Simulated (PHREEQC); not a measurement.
Dissolve 0.00096 mol/kgw ZnSO4, 0.26 mol/kgw CaCl2, 9.8e-05 mol/kgw H2SO4 and 0.0051 mol/kgw Na2SO4 at 85 °C. Closed to the air; pH follows from the charge balance.

Model: ion-association model, wateq4f.dat, run in PHREEQC.

```json
[
 {"quantity": "Zn+2 (mol/kgw)", "before": "0.000212", "after": "0.000176"},
 {"quantity": "ZnCl2 (mol/kgw)", "before": "9.25e-5", "after": "3.08e-5"},
 {"quantity": "SI of Halite (NaCl)", "before": "-4.38", "after": "-4.94"},
 {"quantity": "SI of Zincite(c) (ZnO)", "before": "-4.98", "after": "-4.46"}
]
```

### Question
Name the change that produced these shifts.
A. diluted 2-fold with water
B. ZnSO4 from 0.00096 to 0.0048 mol/kgw
C. temperature from 85 to 25 °C
D. CaCl2 replaced by CdCl2 at the same molality
E. diluted 5-fold with water

### Answer
A, diluted 2-fold with water

No solid was allowed to form. The ionic strength passes 0.7 mol/kgw, the rough limit of the ion-association models, in before. Away from 25 °C the constants follow the database's enthalpies or fits; those with neither stay at their 25 °C values.
